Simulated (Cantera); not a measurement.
Mixture: 8.96 % CH4, 0.502 % C2H6, 13.1 % O2, 77.4 % N2, at 760 Torr, adiabatic and at constant volume. Ignition delay is the time to a rise of 400 K.

Computed with Cantera and GRI-Mech 3.0 (53 species, 325 reactions).

Predict: delay at 1275 K; delay at 1375 K; delay at 1475 K; delay at 1575 K; delay at 1675 K; delay at 1775 K; delay at 1875 K; apparent activation energy between 1675 and 1875 K.


```
Property                                                 Value
--------------------------------------------------  ----------
delay at 1275 K                                        8.21 ms
delay at 1375 K                                        2.51 ms
delay at 1475 K                                       0.814 ms
delay at 1575 K                                       0.298 ms
delay at 1675 K                                       0.129 ms
delay at 1775 K                                        66.5 µs
delay at 1875 K                                        39.3 µs
apparent activation energy between 1675 and 1875 K  160 kJ/mol
```
